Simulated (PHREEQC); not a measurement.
1 kg of water holding 8.5e-05 mol/kgw CaSO4, 0.44 mol/kgw NaCl and 0.027 mol/kgw MgBr2 is evaporated at 15 °C; the solids stay in contact with the brine. The system is closed to CO2. Solids allowed: Bischofite, Bloedite, Brucite, Epsomite, Glauberite, Gypsum, Anhydrite, Halite, Hexahydrite, Kieserite, Mirabilite, Portlandite, Thenardite, MgCl2_4H2O. Others were left out.

The series has 22 steps of water left (kg), from 1 to 0.01627.

All values are PHREEQC results (Pitzer model, pitzer.dat), not measurements.

Problem. Which solids form, in which order, and at which step of the series does each first stand?

Solution. Halite from water left = 0.07809 kg.
